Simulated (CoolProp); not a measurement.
Vapour-liquid equilibrium of CH2F2 (R32) (1) + dimethyl ether (2) at -2.15 °C; x and y are mole fractions of (1).

Computed with CoolProp (multi-fluid Helmholtz-energy mixture model, Tillner-Roth 1997 and Wu 2011; pair parameters Bell 2016).

| x | bubble pressure, mixture model (MPa) | bubble pressure, Raoult's law (MPa) | y, mixture model | y, Raoult's law |
|---|---|---|---|---|
| 0.05 | 0.2686 | 0.2727 | 0.121 | 0.139 |
| 0.15 | 0.3152 | 0.3239 | 0.322 | 0.351 |
| 0.25 | 0.3656 | 0.3750 | 0.479 | 0.506 |
| 0.35 | 0.4182 | 0.4261 | 0.601 | 0.623 |
| 0.45 | 0.4716 | 0.4773 | 0.696 | 0.715 |
| 0.55 | 0.5249 | 0.5284 | 0.773 | 0.790 |
| 0.65 | 0.5775 | 0.5796 | 0.836 | 0.851 |
| 0.75 | 0.6293 | 0.6307 | 0.889 | 0.902 |
| 0.85 | 0.6807 | 0.6818 | 0.936 | 0.946 |
| 0.95 | 0.7323 | 0.7330 | 0.979 | 0.983 |

The largest gap from Raoult's law is -2.7 % in bubble pressure, at x = 0.15. No azeotrope shows between x = 0.05 and 0.95.

The pair parameters rest on a limited set of measurements; away from them the model extrapolates.
